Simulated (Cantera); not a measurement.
A closed system holds: 1 mol Si2H6, 0.75 mol Cl2, 240 mol N2, equilibrated at 1748 K.

Equilibrium computed with Cantera from the NASA thermochemical tables; the gas is ideal and each condensed phase is pure. Candidate condensed phases: NH4Cl, Si, Si3N4; 28 gas species. The feed counts by its element totals alone. Equilibrium is a limit: real reactors are often held back by kinetics, nucleation or transport.

What share of the Si ends up in condensed phases as a function of P (Pa), at 100, 300, 880, 2600, 7700, 23000, 68000, 200000?


| P (Pa) | Si condensed (%) | as |
|---|---|---|
| 100 | 57.6 | Si(l) |
| 300 | 70.5 | Si(l) |
| 880 | 79.4 | Si3N4(s) |
| 2600 | 85.0 | Si3N4(s) |
| 7700 | 89.5 | Si3N4(s) |
| 23000 | 93.2 | Si3N4(s) |
| 68000 | 95.9 | Si3N4(s) |
| 200000 | 97.7 | Si3N4(s) |
